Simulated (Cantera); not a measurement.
Adiabatic ignition

An adiabatic, constant-pressure homogeneous reactor starts with 6.08 % CH₃OH, 6.08 % O₂, 66.9 % N₂, 20.7 % H₂O, 0.280 % H₂, at 1450 K and 1000000 Pa.

Detailed kinetics in Cantera: GRI-Mech 3.0 (53 species, 325 reactions). GRI-Mech 3.0 was tuned for natural gas; its chemistry of methanol as a main component is partial and can be far from experiment.

```
t (s)     T (K)  x CH₃OH     x O₂  x H₂O       x H      x NO     x CH₄   x C₂H₄
--------  -----  -------  -------  -----  --------  --------  --------  -------
8.00e-6    1450   0.0605   0.0607  0.207   3.16e-7    <1e-12   1.70e-5  8.69e-9
3.44e-5    1476   0.0425   0.0527  0.214   2.07e-5  1.74e-11   4.96e-5  5.68e-8
0.000148   2039   <1e-12  8.19e-6  0.274  0.000326   3.70e-6  7.12e-12   <1e-12
0.000635   2041   <1e-12  8.60e-7  0.275  0.000133   3.63e-6  1.24e-11   <1e-12
0.00273    2041   <1e-12  8.29e-7  0.275  0.000132   3.64e-6  1.44e-11   <1e-12
0.0117     2041   <1e-12  8.29e-7  0.275  0.000132   4.07e-6  1.44e-11   <1e-12
0.0504     2041   <1e-12  8.29e-7  0.275  0.000132   5.86e-6  1.44e-11   <1e-12
0.217      2041   <1e-12  8.28e-7  0.275  0.000132   1.14e-5  1.44e-11   <1e-12
0.931      2041   <1e-12  8.28e-7  0.275  0.000132   1.52e-5  1.44e-11   <1e-12
4.00       2041   <1e-12  8.28e-7  0.275  0.000132   1.52e-5  1.44e-11   <1e-12
```
x: mole fraction; the columns are a selection and need not sum to one.

| Quantity | Result |
|---|---|
| time of steepest temperature rise | 48.3 µs |
| temperature at 4.00 s | 2041 K |
| equilibrium temperature | 2041 K |
| x(CH₃OH) at 4.00 s | <1e-12 (gas-phase equilibrium <1e-12) |
| x(O₂) at 4.00 s | 8.28e-7 (gas-phase equilibrium 8.28e-7) |
| x(H₂O) at 4.00 s | 0.275 (gas-phase equilibrium 0.275) |
